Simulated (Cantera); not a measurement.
Charge: 1 mol Cu, 1.2 mol F₂, held at 1448 K and 0.0100 bar.

Cantera equilibrium calculation (NASA polynomials, part measured and part estimated; ideal gas, pure solids and liquids). Candidate condensed phases: Cu, CuF₂; 6 gas species. Rates play no part.

Base state: CuF₂ 0.714, F 0.286, CuF 0.000520, F₂ 0.000178 (mole fractions); condensed: gas only.

**Question.** What changes in the equilibrium state with this change: temperature from 1448 K to 1200 K?

**Answer.** 
```tsv
species	before	after
F	0.286	0.859
CuF₂	0.714	0.113
F₂	0.000178	0.0279
CuF	0.000520	8.44e-8
CuF₂(l), mol	0	0.951
```
